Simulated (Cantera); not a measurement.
A closed system holds: 1 mol TiC, 0.0067 mol C, 1 mol H2, held at 2300 K and 1.60e-5 bar.

Equilibrium computed with Cantera from the NASA thermochemical tables; the gas is ideal and each condensed phase is pure. Candidate condensed phases: C, C6H6, C7H8, C8H18, Ti, TiC; 77 gas species. TiC: taken at fixed stoichiometry. Rates play no part.

Task: What is the equilibrium state?

Result: 
```json
{
  "x(H)": "0.863",
  "x(H2)": "0.127",
  "x(Ti)": "0.00735",
  "x(C3)": "0.00105",
  "x(C2H2 (acetylene))": "0.000550",
  "x(C)": "0.000523",
  "x(C2H)": "0.000168",
  "x(C2)": "9.28e-5",
  "x(CH)": "1.52e-6",
  "n(C(graphite))": "0.0104 mol",
  "n(TiC(s))": "0.987 mol",
  "gas_amount": "1.788 mol",
  "log10 activity of Ti(l) (absent)": "-3.41"
}
```
